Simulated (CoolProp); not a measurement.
Properties of carbon monoxide along the isobar 2130 kPa.

Values from CoolProp's reference Helmholtz-energy equation of state, Lemmon 2006. It is a short technical equation, of lower accuracy than the large ones.

```tsv
T (°C)	phase	cp (kJ/(kg K))	cv (kJ/(kg K))	isothermal compressibility (1/MPa)	expansivity (1/kK)	fugacity coefficient
-160.55	liquid	2.563	0.9945	0.01312	10.80	0.4934
-151.35	liquid	3.393	0.9983	0.03613	19.95	0.7261
-142.15	gas	___	0.8705	0.6880	19.31	0.7930
-133.05	gas	___	0.8181	0.6057	13.92	0.8313
-123.85	gas	1.380	0.7949	0.5653	11.23	0.8610
-114.65	gas	___	0.7818	0.5410	9.570	0.8845
-105.55	gas	1.248	0.7733	0.5250	8.425	___
-96.35	gas	___	0.7673	___	7.561	0.9185
-87.15	gas	1.184	___	0.5048	___	0.9312
```

Task: What belongs in the gaps?

Result: 
- -142.15, cp (kJ/(kg K)): 1.829
- -133.05, cp (kJ/(kg K)): 1.519
- -114.65, cp (kJ/(kg K)): 1.300
- -105.55, fugacity coefficient: 0.9031
- -96.35, cp (kJ/(kg K)): 1.211
- -96.35, isothermal compressibility (1/MPa): 0.5134
- -87.15, cv (kJ/(kg K)): 0.7629
- -87.15, expansivity (1/kK): 6.886
